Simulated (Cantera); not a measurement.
Input: 1 mol SiH4, 2.2 mol HCl, 35 mol H2, at 1.33 mbar.

Equilibrium computed with Cantera from the NASA thermochemical tables; the gas is ideal and each condensed phase is pure. Candidate condensed phases: Si; 19 gas species. The tables' values for SiCl3, SiCl are old estimates; treat these amounts as uncertain. Gases not in the tables: Si2H6 and higher silanes. The numbers say what is thermodynamically allowed, not how fast it happens.

x: gas mole fraction; n: condensed amount in mol.

| T (K) | x H2 | x HCl | x H | x SiCl2 | x SiCl4 | n Si(s) | n Si(l) |
|---|---|---|---|---|---|---|---|
| 998 | 0.963 | 0.0288 | 5.78e-8 | 0.00145 | 0.00492 | 0.685 | 0 |
| 1098 | 0.952 | 0.0419 | [?] | [?] | [?] | 0.778 | 0 |
| 1198 | 0.950 | 0.0448 | 5.07e-6 | 0.00498 | 0.000105 | 0.789 | 0 |
| 1298 | 0.950 | 0.0446 | 2.86e-5 | 0.00557 | 1.18e-5 | 0.777 | 0 |
| 1398 | 0.950 | 0.0440 | [?] | 0.00599 | [?] | 0.763 | 0 |
| 1498 | 0.950 | 0.0433 | 0.000459 | 0.00634 | 3.39e-7 | 0.750 | 0 |
| 1598 | 0.949 | 0.0427 | 0.00142 | 0.00662 | 7.99e-8 | 0.735 | 0 |
| 1698 | 0.946 | 0.0422 | 0.00385 | 0.00676 | 2.21e-8 | 0 | 0.708 |
| 1798 | 0.939 | 0.0429 | 0.00934 | 0.00608 | 6.67e-9 | 0 | 0.649 |

### Question
Fill in the missing entries.

### Answer

- 1098, x H: 6.61e-7
- 1098, x SiCl2: 0.00375
- 1098, x SiCl4: 0.00104
- 1398, x H: 0.000126
- 1398, x SiCl4: 1.77e-6
